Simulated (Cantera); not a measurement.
Input: 1 mol Si3N4, 0.052 mol H2O, 29 mol N2, held at 0.00675 Torr.

Cantera equilibrium calculation (NASA polynomials, part measured and part estimated; ideal gas, pure solids and liquids). Candidate condensed phases: H2O, Si, SiO2, Si2N2O, Si3N4; 35 gas species. Mutual solubility and eutectic melting of coexisting phases are not modelled. The tables' values for SiN are old estimates; treat these amounts as uncertain. Equilibrium is a limit: real reactors are often held back by kinetics, nucleation or transport.

x: gas mole fraction; n: condensed amount in mol.

```tsv
T (°C)	x N2	x Si	x H	x H2	x SiO	n Si2N2O(s)	n Si3N4(s)	n Si(s)
750	0.998	<1e-12	5.84e-8	0.00179	5.83e-11	0.0520	0.965	0
850	0.998	2.81e-11	6.00e-7	0.00179	2.68e-8	0.0520	0.965	0
950	0.998	1.23e-8	4.24e-6	0.00179	4.44e-6	0.0519	0.965	0
1050	0.998	2.13e-6	2.23e-5	0.00178	0.000335	0.0422	0.969	0
1150	0.996	0.000170	8.93e-5	0.00163	0.00167	0	0	2.94
1250	0.994	0.00200	0.000300	0.00152	0.00167	0	0	2.88
1350	0.979	0.0174	0.000810	(withheld)	0.00164	0	0	2.39
1450	0.910	0.0852	0.00162	(withheld)	0.00153	0	0	0
1550	0.909	0.0861	0.00246	(withheld)	0.00153	0	0	0
1650	0.909	0.0863	0.00288	(withheld)	0.00153	0	0	0
```

**Question.** Some entries are withheld; supply them.

**Answer.** 
- 1350, x H2: 0.00124
- 1450, x H2: 0.000711
- 1550, x H2: 0.000291
- 1650, x H2: 8.41e-5
